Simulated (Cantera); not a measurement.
A diamond (100) surface in a fixed gas of H2 with x(CH4) = 0.0038, x(H) = 0.016, x(CH3) = 0.00052, 0.0350 bar; coverages are run to steady state.

Cantera simulation using the Harris–Goodwin 1993 mechanism for the reconstructed diamond (100) surface; the numbers are that mechanism's predictions, not measurements.

One state of this run: growth (µm/h) = 12.3; θ c6HH = 0.504; θ c6H* = 0.0276; θ c6*H = 0.435; θ c6** = 0.0180; θ c6HM = 0.0101. θ: site fractions in the mechanism's names (c6HH fully hydrogenated, c6H* and c6*H radical sites, c6** diradical, c6HM methylated).

Task: Which value of T (K) does it belong to?
(A) 1400
(B) 1300
(C) 1250
(D) 1100

Result: D, 1100
